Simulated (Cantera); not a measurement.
Charge: 1 mol Cr2O3, a varied amount of H2, 4.3 mol H2O, held at 1577 °C and 43.0 Pa.

Cantera equilibrium calculation (NASA polynomials, part measured and part estimated; ideal gas, pure solids and liquids). Candidate condensed phases: Cr, Cr2O3, H2O; 13 gas species. Equilibrium is a limit: real reactors are often held back by kinetics, nucleation or transport.

x: gas mole fraction; nothing condenses.

```csv
n(H2) (mol),x H2,x H,x H2O,x Cr,x CrO,x OH,x CrO2
280,0.943,0.0252,0.0250,0.00680,0.000101,4.95e-5,1.02e-6
390,0.952,0.0253,0.0181,0.00493,5.27e-5,3.56e-5,3.80e-7
510,0.957,0.0254,0.0139,0.00379,3.10e-5,2.73e-5,1.71e-7
620,0.960,0.0255,___,___,___,___,___
740,0.962,0.0255,0.00962,0.00263,1.48e-5,1.88e-5,5.61e-8
850,0.964,0.0255,0.00839,0.00229,1.12e-5,1.64e-5,3.71e-8
960,0.965,0.0255,0.00743,0.00203,8.80e-6,1.45e-5,2.58e-8
1100,0.966,0.0255,0.00649,0.00178,6.71e-6,1.27e-5,1.71e-8
1200,0.967,0.0255,0.00596,0.00163,5.65e-6,1.16e-5,1.32e-8
1300,0.967,0.0256,0.00550,0.00151,4.81e-6,1.07e-5,1.04e-8
1400,0.968,0.0256,0.00511,0.00140,___,9.97e-6,___
1500,0.968,0.0256,0.00477,0.00131,3.62e-6,9.31e-6,6.77e-9
```

Q: Some entries are withheld; supply them.

A: 
- 1400, x CrO: 4.15e-6
- 1400, x CrO2: 8.32e-9
- 620, x H2O: 0.0115
- 620, x Cr: 0.00313
- 620, x CrO: 2.10e-5
- 620, x OH: 2.25e-5
- 620, x CrO2: 9.53e-8
